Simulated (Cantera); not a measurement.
Feed: 1 mol CO, 1.6 mol O2, 2.5 mol N2, held at 1500000 Pa.

Equilibrium computed with Cantera from the NASA thermochemical tables; the gas is ideal and each condensed phase is pure. Candidate condensed phases: C; 45 gas species. Ions and electrons are included (thermal ionisation). Rates play no part.

**Question.** At 4500 K, list the 4 most abundant gas species with their mole fractions, and the condensed phases.

**Answer.** N2 0.389, O 0.274, CO 0.156, O2 0.0913. Condensed: gas only.
